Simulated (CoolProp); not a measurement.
Vapour-liquid equilibrium of R22 (1) + R114 (2) at 42.05 °C; x and y are mole fractions of (1).

Model: multi-fluid Helmholtz-energy mixture model, Kamei 1995 and Platzer 1990; pair parameters Bell 2016, in CoolProp. This equation is an older, rougher fit; its heat capacities, sound speeds and derivatives of the liquid may be far off and weren't checked against measurements.

```
x      bubble pressure (MPa)  y at the bubble point  dew pressure at overall composition x (MPa)  liquid density (mol/L)
-----  ---------------------  ---------------------  -------------------------------------------  ----------------------
0.05                  0.4546                  0.226                                       0.3765                   8.338
0.125                 0.5795                  0.415                                       0.4064                   8.566
0.2                   0.6879                  0.528                                       0.4412                   8.807
0.275                 0.7848                  0.607                                       0.4819                   9.065
0.35                  0.8741                  0.667                                       0.5301                   9.341
0.425                 0.9587                  0.717                                       0.5879                   9.637
0.5                    1.041                  0.761                                       0.6579                   9.957
0.575                  1.122                  0.801                                       0.7433                   10.30
0.65                   1.204                  0.838                                       0.8474                   10.68
0.725                  1.287                  0.874                                       0.9730                   11.08
0.8                    1.372                  0.909                                        1.121                   11.53
0.875                  1.460                  0.943                                        1.289                   12.02
0.95                   1.550                  0.978                                        1.477                   12.56
```

No azeotrope shows between x = 0.05 and 0.95.

The pair parameters rest on a limited set of measurements; away from them the model extrapolates.
